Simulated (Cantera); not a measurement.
Cantera run, input and output.

```python
import numpy as np
import cantera as ct

gas = ct.Solution("gri30.yaml")


def delay(T, t_max=10):
    gas.TPX = T, 380000, {'CH4': 1, 'CO': 0.083, 'O2': 2.1, 'N2': 10.7}
    reactor = ct.IdealGasReactor(gas, clone=False)
    net = ct.ReactorNet([reactor])
    net.rtol, net.atol = 1e-8, 1e-16
    while net.time < t_max:
        t_old, T_old = net.time, reactor.T
        net.step()
        if reactor.T > T + 400:  # ignition: a rise of 400 K
            return t_old + (T + 400 - T_old) / (reactor.T - T_old) * (net.time - t_old)
    return np.nan


taus = []
for T in [1200, 1300, 1400, 1500, 1600, 1700, 1800, 1900, 2000]:
    taus.append(delay(T))
    print(f"T0 = {T:6g} K   tau = {taus[-1]:.4e} s")
```

Output:

```
T0 =   1200 K   tau = 1.7932e-02 s
T0 =   1300 K   tau = 4.9381e-03 s
T0 =   1400 K   tau = 1.5224e-03 s
T0 =   1500 K   tau = 5.1893e-04 s
T0 =   1600 K   tau = 1.9684e-04 s
T0 =   1700 K   tau = 8.4065e-05 s
T0 =   1800 K   tau = 4.0382e-05 s
T0 =   1900 K   tau = 2.1507e-05 s
T0 =   2000 K   tau = 1.2465e-05 s
```

Cantera simulation using GRI-Mech 3.0 (53 species, 325 reactions); the numbers are that mechanism's predictions, not measurements.
